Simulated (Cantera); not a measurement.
Charge: 1 mol TEOS, 3.1 mol CO2, 0.4 mol NO, at 56.0 mbar.

Equilibrium computed with Cantera from the NASA thermochemical tables; the gas is ideal and each condensed phase is pure. Candidate condensed phases: C, C6H6, C7H8, C8H18, H2O, Si, SiC, SiO2, Si2N2O, Si3N4; 151 gas species. The feed counts by its element totals alone. Rates play no part.

log p: log10 of the partial pressure in bar; n: condensed amount in mol.

```csv
T (°C),log p H2,log p CO,log p H2O,log p CO2,log p CH4,log p N2,n C(graphite),n SiO2(α-quartz),n SiO2(β-quartz)
427,-1.65,-2.78,-1.80,-1.95,-2.38,-3.03,7.42,1.00,0
477,-1.57,-2.36,-1.97,-1.97,-2.63,-3.07,7.00,1.00,0
527,-1.53,-2.03,-2.19,-2.06,-2.93,-3.11,6.12,1.00,0
577,-1.52,-1.80,-2.47,-2.27,-3.25,-3.16,4.85,0,1.00
627,-1.52,___,___,___,___,-3.19,___,0,1.00
677,-1.53,-1.62,___,___,___,-3.21,___,0,1.00
727,-1.53,-1.60,-3.53,-3.45,-4.07,-3.22,2.69,0,1.00
```

Question: What belongs in the gaps?

Answer: 
- 677, log p H2O: -3.18
- 677, log p CO2: -3.02
- 677, log p CH4: -3.83
- 677, n C(graphite): 2.98
- 627, log p CO: -1.68
- 627, log p H2O: -2.81
- 627, log p CO2: -2.61
- 627, log p CH4: -3.55
- 627, n C(graphite): 3.66
